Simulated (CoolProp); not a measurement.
Saturation properties of ammonia.

Computed with CoolProp (reference Helmholtz-energy equation of state, Gao 2020).

```json
[
 {"T (°C)": "29.65", "p (MPa)": "1.154", "liquid density (kg/m³)": "595.9", "enthalpy of vaporisation (kJ/kg)": "1146", "liquid conductivity (mW/(m K))": "473"},
 {"T (°C)": "40.25", "p (MPa)": "1.565", "liquid density (kg/m³)": "579.2", "enthalpy of vaporisation (kJ/kg)": "1098", "liquid conductivity (mW/(m K))": "443"},
 {"T (°C)": "50.85", "p (MPa)": "2.078", "liquid density (kg/m³)": "561.5", "enthalpy of vaporisation (kJ/kg)": "1047", "liquid conductivity (mW/(m K))": "414"},
 {"T (°C)": "61.35", "p (MPa)": "2.702", "liquid density (kg/m³)": "542.8", "enthalpy of vaporisation (kJ/kg)": "990.2", "liquid conductivity (mW/(m K))": "386"},
 {"T (°C)": "71.95", "p (MPa)": "3.463", "liquid density (kg/m³)": "522.5", "enthalpy of vaporisation (kJ/kg)": "927.2", "liquid conductivity (mW/(m K))": "358"},
 {"T (°C)": "82.55", "p (MPa)": "4.375", "liquid density (kg/m³)": "500.1", "enthalpy of vaporisation (kJ/kg)": "856.3", "liquid conductivity (mW/(m K))": "331"},
 {"T (°C)": "93.05", "p (MPa)": "5.446", "liquid density (kg/m³)": "475.3", "enthalpy of vaporisation (kJ/kg)": "776.1", "liquid conductivity (mW/(m K))": "303"},
 {"T (°C)": "103.65", "p (MPa)": "6.715", "liquid density (kg/m³)": "446.2", "enthalpy of vaporisation (kJ/kg)": "680.8", "liquid conductivity (mW/(m K))": "275"},
 {"T (°C)": "114.25", "p (MPa)": "8.201", "liquid density (kg/m³)": "410.1", "enthalpy of vaporisation (kJ/kg)": "562.1", "liquid conductivity (mW/(m K))": "247"},
 {"T (°C)": "124.75", "p (MPa)": "9.920", "liquid density (kg/m³)": "358.8", "enthalpy of vaporisation (kJ/kg)": "394.1", "liquid conductivity (mW/(m K))": "219"}
]
```

It boils at -33.3 °C under 1 atm.

Thermal conductivity comes from a separate model (Tufeu 1984).
